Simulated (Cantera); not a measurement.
A closed system holds: 1 mol SiCl₄, 2.9 mol NH₃, 3.1 mol H₂, held at 0.398 Torr.

Method: chemical equilibrium by Gibbs-energy minimisation in Cantera with the NASA 1993 tables (ideal gas, pure condensed phases). Candidate condensed phases: NH₄Cl, Si, Si₃N₄; 28 gas species. The tables' values for SiCl, SiCl₃, SiN are old estimates; treat these amounts as uncertain. Gases not in the tables: Si₂H₆ and higher silanes. Kinetics and transport are ignored.

Question: At 2048 K, list the 5 most abundant gas species with their mole fractions, and the condensed phases.

Answer: H₂ 0.487, HCl 0.216, N₂ 0.122, H 0.0679, SiCl₂ 0.0473. Condensed: gas only.
